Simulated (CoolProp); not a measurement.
Vapour-liquid equilibrium of isohexane (1) + n-heptane (2) at 0.0136 MPa; x and y are mole fractions of (1).

Model: multi-fluid Helmholtz-energy mixture model, Lemmon 2006 and Span 2003; pair parameters Bell 2016, in CoolProp.

| x | bubble temperature (K) | y at the bubble point | dew temperature at overall composition x (K) | liquid density (mol/L) |
|---|---|---|---|---|
| 0.05 | 312.0 | 0.179 | 314.5 | 6.696 |
| 0.15 | 306.4 | 0.431 | 312.6 | 6.813 |
| 0.25 | 301.7 | 0.596 | 310.6 | 6.924 |
| 0.35 | 297.8 | 0.710 | 308.3 | 7.031 |
| 0.45 | 294.5 | 0.792 | 305.9 | 7.135 |
| 0.55 | 291.5 | 0.854 | 303.1 | 7.238 |
| 0.65 | 288.9 | 0.901 | 299.9 | 7.341 |
| 0.75 | 286.6 | 0.938 | 296.2 | 7.443 |
| 0.85 | 284.5 | 0.967 | 291.7 | 7.546 |
| 0.95 | 282.5 | 0.990 | 285.7 | 7.648 |

No azeotrope shows between x = 0.05 and 0.95.

The pair parameters rest on a limited set of measurements; away from them the model extrapolates.
